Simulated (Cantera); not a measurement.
Charge: 1 mol Si₃N₄, a varied amount of H₂O, 500 mol N₂, equilibrated at 1800 °C and 0.133 bar.

These are equilibrium values from Cantera (NASA tables, ideal gas, pure condensed phases), not measurements of a reactor. Candidate condensed phases: H₂O, Si, SiO₂, Si₂N₂O, Si₃N₄; 35 gas species. Rates play no part.

What share of the Si ends up in condensed phases as a function of n(H₂O) (mol), at 0.066, 0.098, 0.15, 0.22, 0.32, 0.48, 0.71, 1.1, 1.6, 2.3?


```tsv
n(H₂O) (mol)	Si condensed (%)	as
0.066	81.4	Si(l)
0.098	80.3	Si(l)
0.15	78.5	Si(l)
0.22	76.2	Si(l)
0.32	72.8	Si(l)
0.48	67.5	Si(l)
0.71	59.8	Si(l)
1.1	46.7	Si(l)
1.6	30.0	Si(l)
2.3	6.6	Si(l)
```
